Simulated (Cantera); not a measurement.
A Cantera script and its output.

```python
import numpy as np
import cantera as ct

gas = ct.Solution("gri30.yaml")
gas.TPX = 1373, 7000, {'N2O': 1, 'O2': 0.96}
inlet = ct.Reservoir(gas, clone=True)

reactor = ct.IdealGasConstPressureReactor(gas, energy="off", clone=False)
exhaust = ct.Reservoir(gas, clone=True)
tau = [1.3, 0.59, 0.27, 0.13, 0.059, 0.028, 0.013, 0.006, 0.0028, 0.0013, 0.0006][0]
for a, b in ((inlet, reactor), (reactor, exhaust)):
    ct.MassFlowController(a, b, mdot=lambda t: reactor.mass / tau)
net = ct.ReactorNet([reactor])
show = ['N2O', 'O2', 'O', 'N2', 'NO', 'NO2']

rows = []
print(f"{'tau/s':>10s}{'T/K':>9s}" + "".join(f"{s:>11s}" for s in show))
for tau in [1.3, 0.59, 0.27, 0.13, 0.059, 0.028, 0.013, 0.006, 0.0028, 0.0013, 0.0006]:
    net.initial_time = 0.0
    net.advance(30 * tau)
    before = gas.X
    net.advance(40 * tau)
    drift = np.max(np.abs(gas.X - before) / (gas.X + 1e-9))
    rows.append([gas.T, *gas[show].X, drift])
    print(f"{tau:10.3e}{gas.T:9.1f}" + "".join(f"{x:11.3e}" for x in gas[show].X))
```

Result:

```
     tau/s      T/K        N2O         O2          O         N2         NO        NO2
 1.300e+00   1373.0  2.309e-01  5.264e-01  1.830e-05  2.024e-01  4.032e-02  3.487e-05
 5.900e-01   1373.0  3.286e-01  5.135e-01  1.854e-05  1.315e-01  2.639e-02  2.212e-05
 2.700e-01   1373.0  4.070e-01  5.032e-01  1.866e-05  7.472e-02  1.505e-02  1.203e-05
 1.300e-01   1373.0  4.546e-01  4.970e-01  1.870e-05  4.023e-02  8.115e-03  6.007e-06
 5.900e-02   1373.0  4.834e-01  4.933e-01  1.871e-05  1.942e-02  3.918e-03  2.490e-06
 2.800e-02   1373.0  4.971e-01  4.915e-01  1.869e-05  9.473e-03  1.910e-03  9.458e-07
 1.300e-02   1373.0  5.040e-01  4.906e-01  1.862e-05  4.452e-03  8.960e-04  2.986e-07
 6.000e-03   1373.0  5.074e-01  4.902e-01  1.846e-05  2.060e-03  4.128e-04  8.008e-08
 2.800e-03   1373.0  5.089e-01  4.900e-01  1.813e-05  9.566e-04  1.897e-04  1.935e-08
 1.300e-03   1373.0  5.096e-01  4.899e-01  1.744e-05  4.374e-04  8.491e-05  4.196e-09
 6.000e-04   1373.0  5.099e-01  4.898e-01  1.613e-05  1.954e-04  3.625e-05  8.127e-10
```

Computed with Cantera and GRI-Mech 3.0 (53 species, 325 reactions). GRI-Mech 3.0 was tuned for natural gas; its chemistry of N2O as a main component is partial and can be far from experiment. The mechanism lacks the step 2 NO + O2 → 2 NO2, which can matter for NO2 below about 1400 K. The temperature is held fixed by assumption; the heat of reaction is taken as removed at once.
